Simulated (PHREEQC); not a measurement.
1 kg of water holding 0.007 mol/kgw MgCl2 and 0.073 mol/kgw KCl is evaporated at 60 °C; the solids stay in contact with the brine. No CO2 enters from the air. Only these solids could form: Bischofite, Brucite, Carnallite, Sylvite, MgCl2_4H2O.

The series has 28 steps of water left (kg), from 1 to 0.005012.

All values are PHREEQC results (Pitzer model, pitzer.dat), not measurements.

Task: Which solids form, in which order, and at which step of the series does each first stand?

Result: Sylvite from water left = 0.01337 kg.

Away from 25 °C the constants follow the database's enthalpies or fits; those with neither stay at their 25 °C values.
